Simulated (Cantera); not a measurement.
An isothermal plug-flow reactor at 548 K and 5.00 bar (inlet), inlet velocity 0.75 m/s, active area per volume 330 1/m; feed 0.619 % H₂, 1.61 % O₂, 97.8 % N₂.

Cantera simulation using Deutschmann's 1995 Pt surface mechanism with GRI-Mech 3.0 gas chemistry; the numbers are that mechanism's predictions, not measurements. Catalytic surfaces can have several steady states; this one follows from the mechanism file's or the stated starting coverage. Mass transfer to the wall is taken as infinitely fast.

Task: Predict: x(H₂) at z = 0.035 m; x(O₂) at z = 0.035 m; x(H₂O) at z = 0.035 m; θ(free Pt) at the exit; θ(O*) at the exit; θ(OH*) at the exit.

Result: 
```json
{
 "x(H₂) at z = 0.035 m": "1.92e-5",
 "x(O₂) at z = 0.035 m": "0.0130",
 "x(H₂O) at z = 0.035 m": "0.00619",
 "θ(free Pt) at the exit": "0.00231",
 "θ(O*) at the exit": "0.992",
 "θ(OH*) at the exit": "0.00609"
}
```
